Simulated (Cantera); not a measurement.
Charge: 1 mol Fe₂O₃, 0.23 mol SO₃, 3.6 mol N₂, held at 427 °C and 15.0 mbar.

These are equilibrium values from Cantera (NASA tables, ideal gas, pure condensed phases), not measurements of a reactor. Candidate condensed phases: Fe, FeO, FeS, FeSO₄, FeS₂, Fe₂O₃, Fe₂(SO₄)₃, Fe₃O₄, S; 19 gas species. Equilibrium is a limit: real reactors are often held back by kinetics, nucleation or transport.

Question: What is the equilibrium state?

Answer: 
```
Property                                  Value
-----------------------------------  ----------
x(N₂)                                     0.996
x(SO₂)                                  0.00147
x(SO₃)                                  0.00140
x(O₂)                                  0.000736
n(Fe₂O₃(s))                           0.927 mol
n(Fe₂(SO₄)₃(s))                      0.0732 mol
gas amount                            3.613 mol
log10 activity of FeSO₄(s) (absent)       -1.05
log10 activity of Fe(α) (absent)         -20.03
log10 activity of S(l) (absent)          -22.04
```
